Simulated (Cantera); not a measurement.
Feed: 1 mol C₃H₈, 0.064 mol H₂O, 22 mol H₂, at 2002 °C and 7.50 Torr.

Equilibrium computed with Cantera from the NASA thermochemical tables; the gas is ideal and each condensed phase is pure. Candidate condensed phases: C, C₆H₆, C₇H₈, C₈H₁₈, H₂O; 110 gas species. The numbers say what is thermodynamically allowed, not how fast it happens.

Base state: H₂ 0.913, H 0.0811, C₂H₂ (acetylene) 0.00348, CO 0.00235, C₂H 1.31e-5 (mole fractions); condensed: C(graphite).

**Question.** What changes in the equilibrium state with this change: H₂O from 0.064 to 0.11 mol?

**Answer.** 
| species | before | after |
|---|---|---|
| H₂ | 0.913 | 0.911 |
| H | 0.0811 | 0.0811 |
| CO | 0.00235 | 0.00403 |
| C₂H₂ (acetylene) | 0.00348 | 0.00347 |
| C₂H | 1.31e-5 | 1.31e-5 |
| C(graphite), mol | 2.74 | 2.70 |
